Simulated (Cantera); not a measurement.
Charge: 1 mol B, 0.66 mol N₂.

Method: chemical equilibrium by Gibbs-energy minimisation in Cantera with the NASA 1993 tables (ideal gas, pure condensed phases). Candidate condensed phases: B, BN; 5 gas species. N₂ is the only nitrogen source here; it is nearly inert below about 1500 K, so the nitride shown seldom forms there in practice. Kinetics and transport are ignored.

Task: What condenses at these points (T in °C, P in Pa): (1525, 100000); (1525, 600); (925, 28); (1975, 10); (1675, 4600)?

Result: 
| T (°C) | P in Pa | condensed phases | B condensed (%) |
|---|---|---|---|
| 1525 | 100000 | BN | 100.0 |
| 1525 | 600 | BN | 100.0 |
| 925 | 28 | BN | 100.0 |
| 1975 | 10 | B | 96.4 |
| 1675 | 4600 | BN | 100.0 |
